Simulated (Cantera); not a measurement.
What does this Cantera script print?

```python
import numpy as np
import cantera as ct

gas = ct.Solution("gri30.yaml")
gas.TPX = 2725, 15000, {'CH4': 0.0099, 'H2': 1, 'CO2': 0.0071}
inlet = ct.Reservoir(gas, clone=True)

reactor = ct.IdealGasConstPressureReactor(gas, energy="off", clone=False)
exhaust = ct.Reservoir(gas, clone=True)
tau = [16, 6.7, 2.8, 1.2, 0.48, 0.2, 0.084, 0.035, 0.015, 0.0061][0]
for a, b in ((inlet, reactor), (reactor, exhaust)):
    ct.MassFlowController(a, b, mdot=lambda t: reactor.mass / tau)
net = ct.ReactorNet([reactor])
show = ['CH4', 'H2', 'CO2', 'C2H6', 'CO', 'CH2CO']

rows = []
print(f"{'tau/s':>10s}{'T/K':>9s}" + "".join(f"{s:>11s}" for s in show))
for tau in [16, 6.7, 2.8, 1.2, 0.48, 0.2, 0.084, 0.035, 0.015, 0.0061]:
    net.initial_time = 0.0
    net.advance(30 * tau)
    before = gas.X
    net.advance(40 * tau)
    drift = np.max(np.abs(gas.X - before) / (gas.X + 1e-9))
    rows.append([gas.T, *gas[show].X, drift])
    print(f"{tau:10.3e}{gas.T:9.1f}" + "".join(f"{x:11.3e}" for x in gas[show].X))
```

Output:

```
     tau/s      T/K        CH4         H2        CO2       C2H6         CO      CH2CO
 1.600e+01   2725.0  2.831e-06  8.375e-01  4.877e-09  4.082e-13  1.271e-02  1.990e-10
 6.700e+00   2725.0  3.069e-06  8.376e-01  1.134e-08  4.761e-13  1.271e-02  2.484e-10
 2.800e+00   2725.0  3.575e-06  8.378e-01  2.681e-08  6.387e-13  1.271e-02  3.623e-10
 1.200e+00   2725.0  4.531e-06  8.382e-01  6.218e-08  1.012e-12  1.271e-02  6.087e-10
 4.800e-01   2725.0  6.435e-06  8.391e-01  1.550e-07  2.011e-12  1.270e-02  1.211e-09
 2.000e-01   2725.0  9.696e-06  8.414e-01  3.734e-07  4.486e-12  1.268e-02  2.533e-09
 8.400e-02   2725.0  1.568e-05  8.464e-01  9.065e-07  1.138e-11  1.263e-02  5.607e-09
 3.500e-02   2725.0  2.859e-05  8.572e-01  2.303e-06  3.559e-11  1.249e-02  1.357e-08
 1.500e-02   2725.0  6.104e-05  8.756e-01  6.025e-06  1.447e-10  1.211e-02  3.548e-08
 6.100e-03   2725.0  1.618e-04  9.001e-01  1.764e-05  8.426e-10  1.110e-02  1.013e-07
```

Detailed kinetics in Cantera: GRI-Mech 3.0 (53 species, 325 reactions).
